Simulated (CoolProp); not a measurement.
A simple Rankine cycle with cyclopentane: condensing at 319.15 K, boiler at 0.857 MPa, turbine inlet 421.6 K, turbine efficiency 0.65, pump efficiency 0.8, no recuperator. Each further row changes one setting.

Model: reference Helmholtz-energy equation of state, Gedanitz 2015, in CoolProp.

```tsv
case	thermal efficiency (%)	net work (kJ/kg)	heat in (kJ/kg)	turbine exit temperature (K)	volume ratio over the turbine
as stated	11.5	60.9	530	(withheld)	9.49
turbine inlet 441.6 K	(withheld)	65.0	570	394.6	(withheld)
condensing temperature 311.15 K	12.5	68.1	546	(withheld)	12.4
boiler pressure 0.6 MPa	(withheld)	(withheld)	538	382.5	6.48
turbine efficiency 0.55	(withheld)	51.3	530	(withheld)	9.65
```

What belongs in the gaps?


- as stated, turbine exit temperature (K): 372.9
- turbine inlet 441.6 K, thermal efficiency (%): 11.4
- turbine inlet 441.6 K, volume ratio over the turbine: 9.38
- condensing temperature 311.15 K, turbine exit temperature (K): 367.8
- boiler pressure 0.6 MPa, thermal efficiency (%): 9.9
- boiler pressure 0.6 MPa, net work (kJ/kg): 53.4
- turbine efficiency 0.55, thermal efficiency (%): 9.7
- turbine efficiency 0.55, turbine exit temperature (K): 378.9
